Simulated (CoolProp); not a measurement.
Vapour-liquid equilibrium of R134a (1) + R152A (2) at 1.11 MPa; x and y are mole fractions of (1).

Model: multi-fluid Helmholtz-energy mixture model, Tillner-Roth 1994 and Outcalt 1996; pair parameters Lemmon 2004, in CoolProp.

```json
[
 {"x": "0.05", "bubble temperature, mixture model (K)": "320.7", "bubble temperature, Raoult's law (K)": "320.6", "y, mixture model": "0.052", "y, Raoult's law": "0.056"},
 {"x": "0.15", "bubble temperature, mixture model (K)": "320.5", "bubble temperature, Raoult's law (K)": "320.1", "y, mixture model": "0.156", "y, Raoult's law": "0.165"},
 {"x": "0.25", "bubble temperature, mixture model (K)": "320.2", "bubble temperature, Raoult's law (K)": "319.7", "y, mixture model": "0.261", "y, Raoult's law": "0.272"},
 {"x": "0.35", "bubble temperature, mixture model (K)": "319.9", "bubble temperature, Raoult's law (K)": "319.2", "y, mixture model": "0.366", "y, Raoult's law": "0.376"},
 {"x": "0.45", "bubble temperature, mixture model (K)": "319.5", "bubble temperature, Raoult's law (K)": "318.8", "y, mixture model": "0.469", "y, Raoult's law": "0.478"},
 {"x": "0.55", "bubble temperature, mixture model (K)": "319.0", "bubble temperature, Raoult's law (K)": "318.3", "y, mixture model": "0.572", "y, Raoult's law": "0.578"},
 {"x": "0.65", "bubble temperature, mixture model (K)": "318.5", "bubble temperature, Raoult's law (K)": "317.9", "y, mixture model": "0.672", "y, Raoult's law": "0.675"},
 {"x": "0.75", "bubble temperature, mixture model (K)": "318.0", "bubble temperature, Raoult's law (K)": "317.5", "y, mixture model": "0.770", "y, Raoult's law": "0.770"},
 {"x": "0.85", "bubble temperature, mixture model (K)": "317.4", "bubble temperature, Raoult's law (K)": "317.1", "y, mixture model": "0.865", "y, Raoult's law": "0.864"},
 {"x": "0.95", "bubble temperature, mixture model (K)": "316.8", "bubble temperature, Raoult's law (K)": "316.7", "y, mixture model": "0.956", "y, Raoult's law": "0.955"}
]
```

The largest gap from Raoult's law is +0.7 K in bubble temperature, at x = 0.45. No azeotrope shows between x = 0.05 and 0.95.

The pair parameters rest on a limited set of measurements; away from them the model extrapolates.
